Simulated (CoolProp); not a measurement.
Vapour-liquid equilibrium of hydrogen sulfide (1) + n-hexane (2) at 0.587 MPa; x and y are mole fractions of (1).

Model: multi-fluid Helmholtz-energy mixture model, Lemmon 2006 and Thol 2019; pair parameters Kunz 2012, in CoolProp.

```
x     bubble temperature (K)  y at the bubble point  dew temperature at overall composition x (K)  liquid density (mol/L)
----  ----------------------  ---------------------  --------------------------------------------  ----------------------
0.05                   379.0                  0.493                                         408.0                   6.625
0.15                   314.6                  0.932                                         402.2                   7.568
0.25                   287.6                  0.979                                         396.0                   8.310
0.35                   276.5                  0.989                                         389.5                   9.127
0.45                   270.9                  0.992                                         382.4                   10.16
0.55                   267.3                  0.994                                         374.3                   11.51
0.65                   264.6                  0.995                                         364.9                   13.30
0.75                   262.0                  0.996                                         353.1                   15.67
0.85                   259.4                  0.998                                         336.7                   18.82
0.95                   256.7                  0.999                                         307.0                   22.99
```

No azeotrope shows between x = 0.05 and 0.95.

Pair parameters are fitted to limited data, so mixtures are less certain than the pure fluids. The gap from Raoult's law changes sign with composition, which may be real or a fault of the pair parameters; it wasn't checked against measurements. With so large a gap from Raoult's law the liquid may split in two, which this calculation doesn't test in full.
